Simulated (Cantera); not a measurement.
An isothermal, constant-pressure homogeneous reactor starts with 35.7 % CH4, 21.4 % CO2, 42.9 % H2, at 1575 K and 100.0 Torr.

Model: GRI-Mech 3.0 (53 species, 325 reactions), integrated in Cantera. GRI-Mech 3.0 stops at C3 and has no aromatics, soot or wall deposition, so with more carbon than oxygen in the feed, carbon stays in small species such as C2H2 where larger ones or solid carbon would form.

x: mole fraction; the columns are a selection and need not sum to one.

```json
[
 {"t (s)": "0.000600", "x CH4": "0.357", "x CO2": "0.214", "x H2": "0.429", "x OH": "2.02e-8", "x C2H6": "3.18e-6", "x O2": "<1e-12"},
 {"t (s)": "0.00173", "x CH4": "0.357", "x CO2": "0.214", "x H2": "0.429", "x OH": "4.78e-8", "x C2H6": "4.20e-5", "x O2": "<1e-12"},
 {"t (s)": "0.00500", "x CH4": "0.355", "x CO2": "0.213", "x H2": "0.429", "x OH": "8.15e-8", "x C2H6": "0.000178", "x O2": "<1e-12"},
 {"t (s)": "0.0144", "x CH4": "0.348", "x CO2": "0.209", "x H2": "0.430", "x OH": "___", "x C2H6": "___", "x O2": "<1e-12"},
 {"t (s)": "0.0416", "x CH4": "0.329", "x CO2": "0.197", "x H2": "0.436", "x OH": "1.29e-7", "x C2H6": "0.000212", "x O2": "<1e-12"},
 {"t (s)": "0.120", "x CH4": "0.282", "x CO2": "0.166", "x H2": "0.450", "x OH": "2.04e-7", "x C2H6": "0.000165", "x O2": "<1e-12"},
 {"t (s)": "0.346", "x CH4": "0.193", "x CO2": "0.101", "x H2": "0.471", "x OH": "3.80e-7", "x C2H6": "9.11e-5", "x O2": "1.93e-12"},
 {"t (s)": "1.000", "x CH4": "0.0902", "x CO2": "0.0292", "x H2": "0.500", "x OH": "6.27e-7", "x C2H6": "2.66e-5", "x O2": "3.04e-12"},
 {"t (s)": "2.88", "x CH4": "0.0346", "x CO2": "0.0134", "x H2": "0.552", "x OH": "6.61e-7", "x C2H6": "4.96e-6", "x O2": "2.70e-12"},
 {"t (s)": "8.32", "x CH4": "0.0206", "x CO2": "0.0102", "x H2": "0.593", "x OH": "4.73e-7", "x C2H6": "1.86e-6", "x O2": "1.45e-12"},
 {"t (s)": "24.0", "x CH4": "0.0137", "x CO2": "0.00565", "x H2": "0.635", "x OH": "2.27e-7", "x C2H6": "8.39e-7", "x O2": "<1e-12"},
 {"t (s)": "69.3", "x CH4": "___", "x CO2": "___", "x H2": "0.666", "x OH": "___", "x C2H6": "___", "x O2": "<1e-12"},
 {"t (s)": "200", "x CH4": "0.00610", "x CO2": "8.11e-5", "x H2": "0.676", "x OH": "2.92e-9", "x C2H6": "2.43e-7", "x O2": "<1e-12"}
]
```

Question: What belongs in the gaps?

Answer: 
- 0.0144, x OH: 1.01e-7
- 0.0144, x C2H6: 0.000232
- 69.3, x CH4: 0.00822
- 69.3, x CO2: 0.00158
- 69.3, x OH: 5.83e-8
- 69.3, x C2H6: 3.62e-7
